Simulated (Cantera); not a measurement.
Equilibrium for hydrogen reduction and annealing atmospheres: V2O3 + H2

Input: 1 mol V2O3, a varied amount of H2, equilibrated at 775 K and 1.00 bar.

These are equilibrium values from Cantera (NASA tables, ideal gas, pure condensed phases), not measurements of a reactor. Candidate condensed phases: H2O, V, VO, V2O3, V2O4, V2O5; 12 gas species. VO: taken at fixed stoichiometry. Condensed phases not in the tables: the oxides between V2O3 and V2O5 other than VO2. Rates play no part.

From 42 mol H2 to 65 mol H2 the condensed part is V2O3(s). From 81 mol H2 to 300 mol H2 the condensed part is VO(s) + V2O3(s).

```tsv
n(H2) (mol)	x H2	x H2O	n V2O3(s)	n VO(s)
42	1.000	1.33e-6	1.000	0
52	1.000	1.33e-6	1.000	0
65	1.000	1.33e-6	1.000	0
81	1.000	1.33e-6	1.000	0.000215
100	1.000	1.33e-6	1.000	0.000266
120	1.000	1.33e-6	1.000	0.000319
160	1.000	1.33e-6	1.000	0.000425
190	1.000	1.33e-6	1.000	0.000505
240	1.000	1.33e-6	1.000	0.000638
300	1.000	1.33e-6	1.000	0.000797
```
x: gas mole fraction; n: condensed amount in mol.
